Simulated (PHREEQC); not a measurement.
## Hard or scaling water (model solution)

Make-up at 86 °C: 0.11 mmol/kgw Ca(HCO3)2, 0.18 mmol/kgw NaF and 0.14 mmol/kgw KCl. Closed to the air; pH follows from the charge balance.

The numbers come from PHREEQC with the ion-association model, wateq4f.dat.

```yaml
pH: 7.55
ionic_strength: 0.000647 mol/kgw
total_alkalinity: 0.220 meq/kg
```

```json
[
 {"species": "HCO3-", "molality": "0.000206", "activity": "0.000199", "log γ": "-0.014"},
 {"species": "Na+", "molality": "0.000180", "activity": "0.000174", "log γ": "-0.014"},
 {"species": "F-", "molality": "0.000179", "activity": "0.000174", "log γ": "-0.014"},
 {"species": "Cl-", "molality": "0.000140", "activity": "0.000135", "log γ": "-0.014"},
 {"species": "K+", "molality": "0.000140", "activity": "0.000135", "log γ": "-0.014"},
 {"species": "Ca+2", "molality": "0.000109", "activity": "9.54e-5", "log γ": "-0.056"},
 {"species": "CO2", "molality": "1.28e-5", "activity": "1.28e-5", "log γ": "0.000"},
 {"species": "OH-", "molality": "1.17e-5", "activity": "1.13e-5", "log γ": "-0.014"},
 {"species": "CO3-2", "molality": "6.02e-7", "activity": "5.29e-7", "log γ": "-0.056"},
 {"species": "CaCO3", "molality": "5.07e-7", "activity": "5.07e-7", "log γ": "0.000"}
]
```

No solid was allowed to form. At this temperature some constants are extrapolated from 25 °C, and those without enthalpy data are left unchanged.
